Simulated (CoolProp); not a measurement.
A closed Brayton cycle with dry air: compressor inlet 330.15 K and 4.8 MPa, high pressure 11.4 MPa, turbine inlet 950 K, compressor efficiency 0.85, turbine efficiency 0.93, recuperator effectiveness 0.95 (on enthalpy, no pinch check). Each further row changes one setting.

Model: reference Helmholtz-energy equation of state, Lemmon 2000, in CoolProp. It is a pseudo-pure fit of the blend.

```json
[
 {"case": "as stated", "thermal efficiency (%)": "40.4", "net work (kJ/kg)": "90.3", "compressor to turbine work": "0.55", "compressor exit (K)": "439.8", "turbine exit (K)": "772.9"},
 {"case": "turbine inlet 900 K", "thermal efficiency (%)": "37.8", "net work (kJ/kg)": "79.6", "compressor to turbine work": "0.58", "compressor exit (K)": "439.8", "turbine exit (K)": "730.7"},
 {"case": "compressor inlet 340.15 K", "thermal efficiency (%)": "39.0", "net work (kJ/kg)": "86.7", "compressor to turbine work": "0.57", "compressor exit (K)": "452.9", "turbine exit (K)": "772.9"},
 {"case": "high pressure 9.69 MPa", "thermal efficiency (%)": "41.2", "net work (kJ/kg)": "78.9", "compressor to turbine work": "0.53", "compressor exit (K)": "417.1", "turbine exit (K)": "803.7"},
 {"case": "recuperator effectiveness 0.5", "thermal efficiency (%)": "23.5", "net work (kJ/kg)": "90.3", "compressor to turbine work": "0.55", "compressor exit (K)": "439.8", "turbine exit (K)": "772.9"}
]
```
